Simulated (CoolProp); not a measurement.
The fluid at 298.15 K and 0.639 MPa is throttled through a valve to 0.311 MPa with no heat exchange. The same conditions are run with several fluids, on thermodynamics alone (safety and materials aside).

Values from CoolProp's reference Helmholtz-energy equation of state of each fluid (CF4 (R14): Platzer 1990; carbon dioxide: Span 1996; carbon monoxide: Lemmon 2006; hydrogen sulfide: Lemmon 2006; C2F6 (R116): Lemmon 2006). The equations of Platzer and Polt are older, rougher fits.

Problem. Rank CF4 (R14), carbon dioxide, carbon monoxide, hydrogen sulfide, C2F6 (R116) by temperature change (K), highest first.

Solution. carbon monoxide (-0.8), CF4 (R14) (-1.8), C2F6 (R116) (-2.9), carbon dioxide (-3.6), hydrogen sulfide (-5.8)

| fluid | final density (kg/m³) |
|---|---|
| CF4 (R14) | 11.2 |
| carbon dioxide | 5.68 |
| carbon monoxide | 3.53 |
| hydrogen sulfide | 4.47 |
| C2F6 (R116) | 18.1 |
